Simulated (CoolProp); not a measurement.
Isohexane at several states: fugacity coefficient from the reference equation and from simpler models built on Tc = 497.7 K, pc = 30.43 bar, ω = 0.280; each cubic takes its own stable root.

Values from CoolProp's reference Helmholtz-energy equation of state, Lemmon 2006. It is a short technical equation, of lower accuracy than the large ones.

| T (K) | p (bar) | phase | reference | Redlich-Kwong | Soave-Redlich-Kwong |
|---|---|---|---|---|---|
| 399.1 | 0.551 | gas | 0.9867 | 0.9885 | 0.9875 |
| 144.3 | 26 | liquid | (withheld) | 2.369e-8 | 4.152e-9 |
| 385.5 | 0.525 | gas | 0.9857 | 0.9880 | 0.9868 |
| 435.4 | 1.6 | gas | (withheld) | 0.9739 | 0.9724 |
| 183.7 | 3.16 | liquid | 1.938e-5 | (withheld) | 1.946e-5 |

Task: Some entries are withheld; supply them.

Result: 
- 144.3, reference: 3.522e-9
- 435.4, reference: 0.9714
- 183.7, Redlich-Kwong: 0.0001025
